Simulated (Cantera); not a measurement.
What does this Cantera script print?

```python
import numpy as np
import cantera as ct

gas = ct.Solution("h2o2.yaml")
gas.TPX = 623, 55000, {'H2': 1, 'O2': 0.641, 'N2': 2.41}
flame = ct.FreeFlame(gas, width=0.061)
flame.set_refine_criteria(ratio=3, slope=0.08, curve=0.16)
flame.transport_model = "mixture-averaged"
flame.solve(loglevel=0, auto=True)
flame.transport_model = "multicomponent"
flame.soret_enabled = False
flame.solve(loglevel=0, refine_grid=True)
z, T = flame.grid, flame.T
thick = (T[-1] - T[0]) / np.gradient(T, z).max()
show = ['H2', 'O2', 'HO2', 'O', 'OH', 'H2O2']
print(f"laminar burning velocity  {flame.velocity[0] * 100:.3f} cm/s")
print(f"burnt temperature         {T[-1]:.1f} K")
print(f"thermal thickness         {thick * 1e3:.4f} mm")
print(f"grid points               {len(z)}")
z0 = z[flame.heat_release_rate.argmax()]
print(f"{'z/mm':>9s}{'T/K':>9s}{'u/(m/s)':>9s}" + "".join(f"{s:>11s}" for s in show))
rows = []
for k in (-3, -2, -1.5, -1, -0.5, -0.25, 0, 0.25, 0.5, 1, 2, 4, 8):
    zz = z0 + k * thick
    rows.append([k * thick, np.interp(zz, z, T), np.interp(zz, z, flame.velocity),
                 *(np.interp(zz, z, flame.X[gas.species_index(s)]) for s in show)])
    print(f"{rows[-1][0] * 1e3:9.3f}{rows[-1][1]:9.1f}{rows[-1][2]:9.3f}" + "".join(f"{x:11.3e}" for x in rows[-1][3:]))
```

Output:

```
laminar burning velocity  631.733 cm/s
burnt temperature         2340.4 K
thermal thickness         1.0088 mm
grid points               136
     z/mm      T/K  u/(m/s)         H2         O2        HO2          O         OH       H2O2
   -3.026    623.0    6.317  2.469e-01  1.582e-01  1.241e-12  5.121e-16  2.340e-17 -2.130e-15
   -2.018    623.0    6.317  2.469e-01  1.582e-01  6.970e-11  7.364e-14  3.614e-15  1.145e-14
   -1.513    623.0    6.317  2.469e-01  1.582e-01  3.593e-09  8.169e-12  4.773e-13  8.795e-13
   -1.009    623.0    6.317  2.468e-01  1.582e-01  6.130e-07  2.698e-09  3.550e-10  4.467e-10
   -0.504    633.6    6.407  2.441e-01  1.583e-01  1.526e-04  8.618e-06  4.373e-05  2.131e-06
   -0.252    791.1    7.863  2.170e-01  1.542e-01  1.216e-04  3.313e-04  5.982e-04  6.505e-06
    0.000   1187.0   11.407  1.149e-01  1.157e-01  5.724e-05  6.466e-03  3.719e-03  3.703e-06
    0.252   1482.9   14.066  4.058e-02  6.538e-02  2.799e-05  1.505e-02  9.975e-03  2.618e-06
    0.504   1625.6   15.311  2.972e-02  5.425e-02  1.977e-05  1.608e-02  1.306e-02  1.521e-06
    1.009   1778.2   16.587  2.734e-02  5.004e-02  1.454e-05  1.422e-02  1.565e-02  7.875e-07
    2.018   1933.3   17.838  2.396e-02  4.666e-02  1.025e-05  1.128e-02  1.731e-02  4.244e-07
    4.035   2078.6   18.973  1.890e-02  4.365e-02  6.815e-06  8.013e-03  1.747e-02  2.592e-07
    8.070   2201.1   19.902  1.309e-02  4.130e-02  4.580e-06  5.051e-03  1.592e-02  1.857e-07
```

Model: the H2/O2 subset of GRI-Mech 3.0, which has no nitrogen chemistry, integrated in Cantera. Burning velocities carry a grid error of a few per cent, more on coarse grids.
